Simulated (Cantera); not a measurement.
Feed: 1 mol SiO₂, 0.016 mol Si, 0.19 mol H₂, at 0.00600 bar.

Cantera equilibrium calculation (NASA polynomials, part measured and part estimated; ideal gas, pure solids and liquids). Candidate condensed phases: H₂O, Si, SiO₂; 18 gas species. The tables hold silica as quartz up to 1696 K and as liquid above; real silica turns to tridymite and cristobalite and melts near 1996 K. Rates play no part.

Problem. What share of the Si ends up in condensed phases as a function of T (°C), at 1550, 1600, 1650, 1700, 1750, 1800, 1850, 1900, 1950, 2000?

Solution. 
```json
[
 {"T (°C)": "1550", "Si condensed (%)": "96.8", "as": "SiO₂(condensed)"},
 {"T (°C)": "1600", "Si condensed (%)": "96.7", "as": "SiO₂(condensed)"},
 {"T (°C)": "1650", "Si condensed (%)": "96.5", "as": "SiO₂(condensed)"},
 {"T (°C)": "1700", "Si condensed (%)": "96.0", "as": "SiO₂(condensed)"},
 {"T (°C)": "1750", "Si condensed (%)": "95.4", "as": "SiO₂(l)"},
 {"T (°C)": "1800", "Si condensed (%)": "94.3", "as": "SiO₂(l)"},
 {"T (°C)": "1850", "Si condensed (%)": "92.9", "as": "SiO₂(l)"},
 {"T (°C)": "1900", "Si condensed (%)": "91.1", "as": "SiO₂(l)"},
 {"T (°C)": "1950", "Si condensed (%)": "89.0", "as": "SiO₂(l)"},
 {"T (°C)": "2000", "Si condensed (%)": "86.6", "as": "SiO₂(l)"}
]
```
